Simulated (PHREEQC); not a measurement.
Consider water at 25 °C with 0.0052 mol CuSO4 and 0.18 mol H2SO4 per kg of water. Closed to the air; pH follows from the charge balance.

Computed with PHREEQC (ion-association model, phreeqc.dat).

Precipitation was switched off in this run.

Problem. Order these S species by the share of S that they hold, largest first: SO4-2, CuSO4, HSO4-.

Solution. HSO4- (84 %), SO4-2 (15 %), CuSO4 (0.86 %)

The pH is 0.79 and the ionic strength 0.241 mol/kgw.
